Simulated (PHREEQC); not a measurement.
0.065 g of hydrous ferric oxide (600 m²/g; 0.2 weak and 0.005 strong sites per Fe, Dzombak-Morel constants, diffuse double layer) in 1 kg of water with 0.1 mol/kgw of an inert sodium salt and 3.9e-05 mol Na2HAsO4, 5.7e-05 mol NiCl2 and 0.00041 mol Na2SO4, at 25 °C; the pH is set by adding NaOH or the inert anion's acid. Oxygen is held at 0.21 atm. No CO2 enters from the air. No solid was allowed to form.

Base run: PHREEQC, ion-association model, wateq4f.dat. Each further column changes one thing. The table gives As sorbed (%).

```csv
pH,base,no electrostatic term (-no_edl),background salt from 0.1 to 0.01 mol/kgw,oxide from 0.065 to 0.33 g/kgw,4e-05 mol/kgw CuSO4 added
4,99.8,93.0,99.7,100.0,99.7
4.75,99.8,93.4,99.8,100.0,99.8
5.88,99.9,95.7,99.9,100.0,99.9
6.62,99.7,97.6,99.8,100.0,99.7
7.38,97.8,98.2,98.5,100.0,98.1
8.12,86.5,99.5,87.9,99.9,91.5
9.25,66.8,99.9,59.9,96.8,86.6
10,57.7,99.9,46.9,84.4,79.3
```

In at least one series the solution becomes supersaturated in solids that the run did not let form, among them Ni(OH)2. The database has no arsenate complexes of Ni. The database has no arsenate complexes of Cu, Ni. The database's constant for dissolved Cu(OH)2 is higher than later reviews accept.
